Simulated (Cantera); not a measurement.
Catalytic stagnation flow on Pt

A jet of H2 : O2 : N2 = 0.011 : 0.12 : 0.79 (molar parts), equivalence ratio 0.046 at 300 K and 143 Torr hits a platinum plate 7.1 cm away at a mass flux of 0.11 kg/m²/s; the plate temperature is set and raised in steps from an oxygen-covered start.

Computed with Cantera and Deutschmann's 1995 Pt surface mechanism with GRI-Mech 3.0 gas chemistry. Catalytic surfaces can have several steady states; this one follows from the mechanism file's or the stated starting coverage.

```csv
plate T (K),wall x H2,wall x O2,wall x H2O,wall x OH,θ free Pt,θ O*,θ OH*
700,0.00133,0.119,0.0207,<1e-8,0.0275,0.971,0.00202
750,0.000951,0.118,0.0213,<1e-8,0.0414,0.957,0.00181
800,0.000604,0.118,0.0218,<1e-8,0.0692,0.929,0.00175
850,0.000404,0.118,0.0221,<1e-8,0.110,0.888,0.00169
900,0.000287,0.118,0.0222,2.49e-8,0.161,0.837,0.00159
```
x: mole fraction at the wall; θ: surface coverage.
